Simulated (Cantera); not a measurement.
What does this Cantera script print?

```python
import numpy as np
import cantera as ct

gas_names = """
    CL CL2 H HCL H2 Si SiCL SiCL2 SiCL3 SiCL4 SiH SiHCL3 SiH2 SiH2CL2 SiH3 SiH3CL SiH4 Si2 Si3
""".split()
cond_names = """
    Si(cr) Si(L)
""".split()


def load(file, names, dense=False):
    # The tables refer to 1 bar. Condensed volumes are neglected.
    table = {s.name: s for s in ct.Species.list_from_file(file)}
    out = []
    for n in names:
        d = dict(table[n].input_data)
        d["thermo"] = dict(d["thermo"], **{"reference-pressure": 1e5})
        if dense:
            d["equation-of-state"] = {"model": "constant-volume", "density": "1e6 g/cm^3"}
        out.append(ct.Species.from_dict(d))
    return out


gas = ct.Solution(thermo="ideal-gas", species=load("nasa_gas.yaml", gas_names))
cond = {s.name: ct.Solution(thermo="fixed-stoichiometry", species=[s], name=s.name)
        for s in load("nasa_condensed.yaml", cond_names, dense=True)}
atoms = {
    'SiCl4': {'Si': 1, 'CL': 4},
    'HCl': {'H': 1, 'CL': 1},
    'H2': {'H': 2},
}
top_T = {}  # K; cautious upper limits of use, not melting points


def equilibrate(T, P, feed):
    n = {}
    for name, mol in feed.items():
        for a, k in atoms[name].items():
            n[a] = n.get(a, 0.0) + k * mol
    gas.TPX = T, P, n
    mass = sum(n.values()) * gas.mean_molecular_weight
    gas.equilibrate("TP")
    valid = [c for c in cond.values() if c.min_temp <= T <= top_T.get(c.name, c.max_temp)]
    mix = ct.Mixture([(gas, mass / gas.mean_molecular_weight)] + [(c, 0.0) for c in valid])
    mix.T, mix.P = T, P
    mix.equilibrate("TP", solver="vcs", rtol=1e-11, max_steps=5000)
    return mix


results = []
feed = {'SiCl4': 1, 'HCl': 0.23, 'H2': 36}  # mol
T = 1500  # K
P = 100000  # Pa
mix = equilibrate(T, P, feed)
results.append((T, P, feed, dict(zip(mix.species_names, mix.species_moles))))
print(gas.report(threshold=0.0001))
for i in range(1, mix.n_phases):
    print(f"{mix.phase(i).name:16s} {mix.phase_moles(i):12.5e} mol")
```

It prints:

```
       temperature   1500 K
          pressure   1e+05 Pa
           density   0.051512 kg/m^3
  mean mol. weight   6.4244 kg/kmol
   phase of matter   gas

                          1 kg             1 kmol
                     ---------------   ---------------
          enthalpy        4.0717e+06        2.6158e+07  J
   internal energy        2.1304e+06        1.3687e+07  J
           entropy             29566        1.8995e+05  J/K
    Gibbs function       -4.0278e+07       -2.5876e+08  J
 heat capacity c_p            5169.2             33209  J/K
 heat capacity c_v              3875             24894  J/K

                      mass frac. Y      mole frac. X     chem. pot. / RT
                     ---------------   ---------------   ---------------
               HCL           0.36252          0.063882           -35.555
                H2           0.28739           0.91582           -18.691
             SiCL2           0.22048           0.01431           -57.005
             SiCL3          0.049789         0.0023793           -83.215
             SiCL4          0.033222         0.0012563           -109.43
            SiHCL3          0.039328         0.0018654            -92.56
           SiH2CL2         0.0069255        0.00044051           -75.696
     [  +12 minor]        0.00034027        5.1127e-05

Si(cr)            2.28190e-01 mol
```

Method: chemical equilibrium by Gibbs-energy minimisation in Cantera with the NASA 1993 tables (ideal gas, pure condensed phases). The tables' values for SiCl3 are old estimates; treat these amounts as uncertain.
